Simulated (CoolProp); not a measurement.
Vapour-liquid equilibrium of R227EA (1) + isobutene (2) at 271.8 K; x and y are mole fractions of (1).

The numbers come from the multi-fluid Helmholtz-energy mixture model, Lemmon 2016 and Lemmon 2005; pair parameters Bell 2016 in CoolProp.

```tsv
x	bubble pressure, mixture model (kPa)	bubble pressure, Raoult's law (kPa)	y, mixture model	y, Raoult's law
0.05	148.4	128.8	0.184	0.072
0.15	176.9	134.8	0.364	0.207
0.25	192.3	140.7	0.452	0.330
0.35	201.0	146.7	0.509	0.443
0.45	206.2	152.7	0.553	0.547
0.55	209.2	158.7	0.597	0.643
0.65	210.1	164.7	0.647	0.733
0.75	208.5	170.7	0.710	0.816
0.85	203.3	176.7	0.796	0.893
0.95	193.1	182.7	0.918	0.966
```

The largest gap from Raoult's law is +37.0 % in bubble pressure, at x = 0.35. y crosses x between x = 0.55 and 0.65: the model has an azeotrope there.

The pair parameters rest on a limited set of measurements; away from them the model extrapolates.
